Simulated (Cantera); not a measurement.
Input (Python, Cantera):

```python
import numpy as np
import cantera as ct

gas = ct.Solution("gri30.yaml")
gas.TPX = 1200, 1300, {'N2O': 6.6, 'O2': 2.3}
reactor = ct.IdealGasConstPressureReactor(gas, energy="off", clone=False)
net = ct.ReactorNet([reactor])
net.rtol, net.atol = 1e-08, 1e-18
show = ['N2O', 'O2', 'NO2', 'N2', 'NO']
times = np.geomspace(1e-06, 40, 13)

steps = ct.SolutionArray(gas, extra=["t"])
rows = []
print(f"{'t/s':>10s}{'T/K':>9s}{'P/Pa':>11s}" + "".join(f"{s:>11s}" for s in show))
for t in times:
    while net.time < t:
        t_next = net.step()
        steps.append(gas.state, t=t_next)
    rows.append([np.interp(t, steps.t, y) for y in (steps.T, steps.P, *steps(*show).X.T)])
    print(f"{t:10.3e}{rows[-1][0]:9.1f}{rows[-1][1]:11.4g}" + "".join(f"{x:11.3e}" for x in rows[-1][2:]))
rate = np.gradient(steps.T, steps.t)
print("integrator steps:", len(steps.t))
if steps.T.max() > steps.T[0] + 200:
    print(f"time of steepest temperature rise: {steps.t[rate.argmax()]:.4e} s")
gas.TPX = 1200, 1300, {'N2O': 6.6, 'O2': 2.3}
gas.equilibrate("TP")
print(f"equilibrium (TP): T = {gas.T:.1f} K  " + "  ".join(f"{s} {gas[s].X[0]:.3e}" for s in show))
```

Output:

```
       t/s      T/K       P/Pa        N2O         O2        NO2         N2         NO
 1.000e-06   1200.0       1300  7.416e-01  2.584e-01  2.612e-23  2.977e-09  5.211e-13
 4.300e-06   1200.0       1300  7.416e-01  2.584e-01  1.982e-21  1.284e-08  9.633e-12
 1.849e-05   1200.0       1300  7.416e-01  2.584e-01  1.466e-19  5.575e-08  1.717e-10
 7.953e-05   1200.0       1300  7.416e-01  2.584e-01  1.227e-17  2.497e-07  3.076e-09
 3.420e-04   1200.0       1300  7.416e-01  2.584e-01  1.096e-15  1.230e-06  4.971e-08
 1.471e-03   1200.0       1300  7.416e-01  2.584e-01  8.267e-14  6.803e-06  5.690e-07
 6.325e-03   1200.0       1300  7.415e-01  2.584e-01  2.907e-12  3.402e-05  3.563e-06
 2.720e-02   1200.0       1300  7.414e-01  2.585e-01  6.246e-11  1.517e-04  1.659e-05
 1.170e-01   1200.0       1300  7.406e-01  2.586e-01  1.158e-09  6.573e-04  7.256e-05
 5.030e-01   1200.0       1300  7.375e-01  2.594e-01  1.898e-08  2.824e-03  3.124e-04
 2.163e+00   1200.0       1300  7.242e-01  2.625e-01  2.216e-07  1.201e-02  1.329e-03
 9.302e+00   1200.0       1300  6.704e-01  2.750e-01  1.386e-06  4.922e-02  5.446e-03
 4.000e+01   1200.0       1300  4.884e-01  3.172e-01  5.781e-06  1.750e-01  1.936e-02
integrator steps: 493
equilibrium (TP): T = 1200.0 K  N2O 1.594e-09  O2 4.589e-01  NO2 6.836e-07  N2 5.409e-01  NO 2.408e-04
```

Detailed kinetics in Cantera: GRI-Mech 3.0 (53 species, 325 reactions). GRI-Mech 3.0 was tuned for natural gas; its chemistry of N2O as a main component is partial and can be far from experiment. Radical loss at walls, strong at low pressure, is not modelled. The mechanism lacks the step 2 NO + O2 → 2 NO2, which can matter for NO2 below about 1400 K. The temperature is held fixed by assumption; the heat of reaction is taken as removed at once.
